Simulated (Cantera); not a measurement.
A Cantera script and what it prints.

```python
import numpy as np
import cantera as ct

gas_names = [...]  # 47 gases of nasa_gas.yaml made of Ca, F, H, N, O
cond_names = """
    Ca(a) Ca(b) Ca(L) CaF2(a) CaF2(b) CaF2(L) CaO(s) CaO(L) CaO2H2(s) H2O(s) H2O(L)
""".split()


# ... load() reads the species with a 1 bar reference pressure and builds the phases ...
atoms = {
    'CaF2': {'Ca': 1, 'F': 2},
    'H2O': {'H': 2, 'O': 1},
    'N2': {'N': 2},
}
top_T = {}  # K; cautious upper limits of use, not melting points


# ... equilibrate(T, P, feed) seeds the gas with the atoms and calls Mixture.equilibrate('TP', solver="vcs", rtol=1e-11, max_steps=5000) ...
results = []
feed = {'CaF2': 1, 'H2O': 14, 'N2': 22}  # mol
P = 13332.2  # Pa
for T in [1398, 1498, 1598, 1698, 1798, 1898, 1998, 2098]:
    mix = equilibrate(T, P, feed)
    results.append((T, P, feed, dict(zip(mix.species_names, mix.species_moles))))

top = {s: max(r[3][s] / sum(r[3][g] for g in gas_names) for r in results) for s in gas_names}
cols = sorted((s for s in top if top[s] > 1e-06), key=lambda s: -top[s])[:5]
seen = [c for c in cond_names if any(r[3].get(c, 0) > 1e-12 for r in results)]
print("log10 of partial pressures in bar; condensed amounts in mol")
print(f"{'T/K':>10s}" + "".join(f"{s[:9]:>10s}" for s in cols + seen))
for T, P, feed, n in results:
    ng = sum(n[g] for g in gas_names)
    print(f"{T:10.4g}" + "".join(f"{np.log10(max(n[s] / ng * P / 1e5, 1e-99)):10.3f}" for s in cols)
          + "".join(f"{n.get(c, 0):10.4g}" for c in seen))
```

Result:

```
log10 of partial pressures in bar; condensed amounts in mol
       T/K        N2       H2O        HF        H2        OH   CaF2(a)   CaF2(b)    CaO(s)
      1398    -1.092    -1.295    -2.799    -4.975    -5.837    0.7841         0    0.2158
      1498    -1.095    -1.306    -2.472    -4.563    -5.336         0    0.5377    0.4618
      1598    -1.100    -1.325    -2.197    -4.209    -4.904         0    0.1161    0.8797
      1698    -1.101    -1.331    -2.147    -3.888    -4.516         0         0    0.9902
      1798    -1.101    -1.332    -2.150    -3.599    -4.168         0         0    0.9837
      1898    -1.102    -1.334    -2.154    -3.342    -3.858         0         0    0.9744
      1998    -1.103    -1.338    -2.160    -3.111    -3.580         0         0    0.9618
      2098    -1.104    -1.345    -2.168    -2.904    -3.331         0         0     0.945
```

These are equilibrium values from Cantera (NASA tables, ideal gas, pure condensed phases), not measurements of a reactor. Mutual solubility and eutectic melting of coexisting phases are not modelled.
